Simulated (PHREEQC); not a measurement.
Make-up at 65 °C: 0.0162 mol/kgw NaBr. Closed to the air; pH follows from the charge balance.

The numbers come from PHREEQC with the ion-association model, phreeqc.dat.

The ionic strength comes out as 0.0162 mol/kgw. The specific conductance is 3800 µS/cm.

```
species  molality  activity   log γ
-------  --------  --------  ------
Br-        0.0162    0.0140  -0.062
Na+        0.0162    0.0142  -0.058
H+        4.03e-7   3.59e-7  -0.051
OH-       4.03e-7   3.50e-7  -0.061
```

This is a speciation only: nothing precipitates in the calculation. Constants without temperature data keep their 25 °C values here.
